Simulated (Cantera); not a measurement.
Input: 1 mol MgO, 2.7 mol H₂, equilibrated at 5.70 mbar.

Method: chemical equilibrium by Gibbs-energy minimisation in Cantera with the NASA 1993 tables (ideal gas, pure condensed phases). Candidate condensed phases: H₂O, Mg, MgO, Mg(OH)₂; 15 gas species. Rates play no part.

Q: What share of the Mg ends up in condensed phases as a function of T (K), at 1675, 1700, 1725, 1750, 1775, 1800, 1825, 1850, 1875, 1900, 1925?

A: 
| T (K) | Mg condensed (%) | as |
|---|---|---|
| 1675 | 99.1 | MgO(s) |
| 1700 | 98.9 | MgO(s) |
| 1725 | 98.6 | MgO(s) |
| 1750 | 98.2 | MgO(s) |
| 1775 | 97.7 | MgO(s) |
| 1800 | 97.2 | MgO(s) |
| 1825 | 96.5 | MgO(s) |
| 1850 | 95.6 | MgO(s) |
| 1875 | 94.6 | MgO(s) |
| 1900 | 93.4 | MgO(s) |
| 1925 | 92.0 | MgO(s) |
